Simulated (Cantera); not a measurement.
Input (Python, Cantera) and output of one run.

```python
import numpy as np
import cantera as ct

gas_names = """
    AL ALCL ALCL2 ALCL3 ALH ALN AL2 AL2CL6 CL CL2 H HCL H2 N NH NH2 NH3 N2 N2H2 N2H4
""".split()
cond_names = """
    AL(cr) AL(L) ALCL3(s) ALCL3(L) ALN(s) NH4CL(a) NH4CL(b)
""".split()


def load(file, names, dense=False):
    # The tables refer to 1 bar. Condensed volumes are neglected.
    table = {s.name: s for s in ct.Species.list_from_file(file)}
    out = []
    for n in names:
        d = dict(table[n].input_data)
        d["thermo"] = dict(d["thermo"], **{"reference-pressure": 1e5})
        if dense:
            d["equation-of-state"] = {"model": "constant-volume", "density": "1e6 g/cm^3"}
        out.append(ct.Species.from_dict(d))
    return out


gas = ct.Solution(thermo="ideal-gas", species=load("nasa_gas.yaml", gas_names))
cond = {s.name: ct.Solution(thermo="fixed-stoichiometry", species=[s], name=s.name)
        for s in load("nasa_condensed.yaml", cond_names, dense=True)}
atoms = {
    'Al': {'AL': 1},
    'HCl': {'H': 1, 'CL': 1},
    'N2': {'N': 2},
}
top_T = {'ALN(s)': 2750}  # K; cautious upper limits of use, not melting points


def equilibrate(T, P, feed):
    n = {}
    for name, mol in feed.items():
        for a, k in atoms[name].items():
            n[a] = n.get(a, 0.0) + k * mol
    gas.TPX = T, P, n
    mass = sum(n.values()) * gas.mean_molecular_weight
    gas.equilibrate("TP")
    valid = [c for c in cond.values() if c.min_temp <= T <= top_T.get(c.name, c.max_temp)]
    mix = ct.Mixture([(gas, mass / gas.mean_molecular_weight)] + [(c, 0.0) for c in valid])
    mix.T, mix.P = T, P
    mix.equilibrate("TP", solver="vcs", rtol=1e-11, max_steps=5000)
    return mix


results = []
feed = {'Al': 1, 'HCl': 1.1, 'N2': 79}  # mol
P = 200  # Pa
for T in [1198, 1298, 1398, 1498, 1598, 1698, 1798, 1898]:
    mix = equilibrate(T, P, feed)
    results.append((T, P, feed, dict(zip(mix.species_names, mix.species_moles))))

top = {s: max(r[3][s] / sum(r[3][g] for g in gas_names) for r in results) for s in gas_names}
cols = sorted((s for s in top if top[s] > 1e-05), key=lambda s: -top[s])[:5]
seen = [c for c in cond_names if any(r[3].get(c, 0) > 1e-12 for r in results)]
print("log10 of partial pressures in bar; condensed amounts in mol")
print(f"{'T/K':>10s}" + "".join(f"{s[:9]:>10s}" for s in cols + seen))
for T, P, feed, n in results:
    ng = sum(n[g] for g in gas_names)
    print(f"{T:10.4g}" + "".join(f"{np.log10(max(n[s] / ng * P / 1e5, 1e-99)):10.3f}" for s in cols)
          + "".join(f"{n.get(c, 0):10.4g}" for c in seen))
```

It prints:

```
log10 of partial pressures in bar; condensed amounts in mol
       T/K        N2      ALCL        H2       HCL     ALCL3    ALN(s)
      1198    -2.704    -7.465    -5.018    -5.074    -5.198    0.7432
      1298    -2.704    -6.306    -5.010    -5.092    -5.216    0.7223
      1398    -2.705    -5.356    -4.993    -5.142    -5.352    0.5949
      1498    -2.707    -4.744    -4.937    -5.374    -6.097    0.1891
      1598    -2.708    -4.614    -4.901    -5.705    -7.395         0
      1698    -2.708    -4.611    -4.910    -5.662    -7.940         0
      1798    -2.708    -4.611    -4.925    -5.641    -8.453         0
      1898    -2.708    -4.615    -4.953    -5.627    -8.910         0
```

Method: chemical equilibrium by Gibbs-energy minimisation in Cantera with the NASA 1993 tables (ideal gas, pure condensed phases). The tables' values for AlCl2 are old estimates; treat these amounts as uncertain.
